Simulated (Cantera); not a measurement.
What does this Cantera script print?

```python
import numpy as np
import cantera as ct

gas_names = """
    C CH CH2 CH3 CH2OH CH3O CH4 CH3OH CO CO2 COOH C2 C2H CHCO,ketyl C2H2,acetylene C2H2,vinylidene
    CH2CO,ketene C2H3,vinyl CH3CO,acetyl C2H4 C2H4O,ethylen CH3CHO,ethanal CH3COOH (HCOOH)2 C2H5 C2H6
    CH3OCH3 C2H5OH C2O C3 C3H3,propargyl C3H4,allene C3H4,propyne C3H4,cyclo- C3H5,allyl C3H6,propylene
    C3H6,cyclo- C3H6O C3H7,n-propyl C3H7,i-propyl C3H8 C3H8O,1propanol C3H8O,2propanol C3O2 C4 C4H2
    C4H4,1,3-cyclo- C4H6,butadiene C4H6,2-butyne C4H6,cyclo- C4H8,1-butene C4H8,cis2-buten
    C4H8,tr2-butene C4H8,isobutene C4H8,cyclo- (CH3COOH)2 C4H9,n-butyl C4H9,i-butyl C4H9,s-butyl
    C4H9,t-butyl C4H10,isobutane C4H10,n-butane C5 C5H6,1,3cyclo- C5H8,cyclo- C5H10,1-pentene
    C5H10,cyclo- C5H11,pentyl C5H11,t-pentyl C5H12,n-pentane C5H12,i-pentane CH3C(CH3)2CH3 C6H2
    C6H5,phenyl C6H5O,phenoxy C6H6 C6H5OH,phenol C6H10,cyclo- C6H12,1-hexene C6H12,cyclo- C6H13,n-hexyl
    C7H7,benzyl C7H8 C7H8O,cresol C7H14,1-heptene C7H15,n-heptyl C7H16,n-heptane C8H8,styrene
    C8H10,ethylbenz C8H16,1-octene C8H17,n-octyl C8H18,isooctane C8H18,n-octane C9H19,n-nonyl
    C10H8,naphthale C10H21,n-decyl C12H9,o-bipheny C12H10,bipheny Ca CaO CaOH CaO2H2 Ca2 H HCO HO2 H2
    HCHO,formaldehy HCOOH H2O H2O2 O OH O2 O3
""".split()
cond_names = """
    C(gr) C6H6(L) C7H8(L) C8H18(L),n-octa Ca(a) Ca(b) Ca(L) CaCO3(caL) CaO(s) CaO(L) CaO2H2(s) H2O(s)
    H2O(L)
""".split()


def load(file, names, dense=False):
    # The tables refer to 1 bar. Condensed volumes are neglected.
    table = {s.name: s for s in ct.Species.list_from_file(file)}
    out = []
    for n in names:
        d = dict(table[n].input_data)
        d["thermo"] = dict(d["thermo"], **{"reference-pressure": 1e5})
        if dense:
            d["equation-of-state"] = {"model": "constant-volume", "density": "1e6 g/cm^3"}
        out.append(ct.Species.from_dict(d))
    return out


gas = ct.Solution(thermo="ideal-gas", species=load("nasa_gas.yaml", gas_names))
cond = {s.name: ct.Solution(thermo="fixed-stoichiometry", species=[s], name=s.name)
        for s in load("nasa_condensed.yaml", cond_names, dense=True)}
atoms = {
    'Ca(OH)2': {'Ca': 1, 'O': 2, 'H': 2},
    'CO2': {'C': 1, 'O': 2},
    'O2': {'O': 2},
}
top_T = {'C(gr)': 4500}  # K; cautious upper limits of use, not melting points


def equilibrate(T, P, feed):
    n = {}
    for name, mol in feed.items():
        for a, k in atoms[name].items():
            n[a] = n.get(a, 0.0) + k * mol
    gas.TPX = T, P, n
    mass = sum(n.values()) * gas.mean_molecular_weight
    gas.equilibrate("TP")
    valid = [c for c in cond.values() if c.min_temp <= T <= top_T.get(c.name, c.max_temp)]
    mix = ct.Mixture([(gas, mass / gas.mean_molecular_weight)] + [(c, 0.0) for c in valid])
    mix.T, mix.P = T, P
    mix.equilibrate("TP", solver="vcs", rtol=1e-11, max_steps=5000)
    return mix


results = []
feed = {'Ca(OH)2': 1, 'CO2': 0.072, 'O2': 0.69}  # mol
P = 1000  # Pa
for T in [1150, 1225, 1300, 1375, 1450, 1525, 1600, 1675, 1750, 1825, 1900, 1975]:
    mix = equilibrate(T, P, feed)
    results.append((T, P, feed, dict(zip(mix.species_names, mix.species_moles))))

top = {s: max(r[3][s] / sum(r[3][g] for g in gas_names) for r in results) for s in gas_names}
cols = sorted((s for s in top if top[s] > 0.001), key=lambda s: -top[s])[:6]
seen = [c for c in cond_names if any(r[3].get(c, 0) > 1e-12 for r in results)]
print("log10 of partial pressures in bar; condensed amounts in mol")
print(f"{'T/K':>10s}" + "".join(f"{s[:9]:>10s}" for s in cols + seen))
for T, P, feed, n in results:
    ng = sum(n[g] for g in gas_names)
    print(f"{T:10.4g}" + "".join(f"{np.log10(max(n[s] / ng * P / 1e5, 1e-99)):10.3f}" for s in cols)
          + "".join(f"{n.get(c, 0):10.4g}" for c in seen))
```

It prints:

```
log10 of partial pressures in bar; condensed amounts in mol
       T/K       H2O        O2       CO2        OH         O        H2    CaO(s)
      1150    -2.246    -2.407    -3.389    -6.887    -9.284    -9.409         1
      1225    -2.246    -2.407    -3.389    -6.435    -8.580    -8.717         1
      1300    -2.246    -2.407    -3.389    -6.034    -7.956    -8.104         1
      1375    -2.246    -2.407    -3.389    -5.678    -7.400    -7.557         1
      1450    -2.246    -2.407    -3.389    -5.358    -6.901    -7.066         1
      1525    -2.246    -2.408    -3.389    -5.069    -6.451    -6.623         1
      1600    -2.247    -2.408    -3.389    -4.808    -6.042    -6.221         1
      1675    -2.248    -2.408    -3.389    -4.570    -5.671    -5.855         1
      1750    -2.249    -2.409    -3.390    -4.354    -5.331    -5.521         1
      1825    -2.250    -2.410    -3.392    -4.155    -5.019    -5.214         1
      1900    -2.253    -2.412    -3.394    -3.973    -4.731    -4.932         1
      1975    -2.257    -2.415    -3.399    -3.806    -4.466    -4.673    0.9999
```

Cantera equilibrium calculation (NASA polynomials, part measured and part estimated; ideal gas, pure solids and liquids).
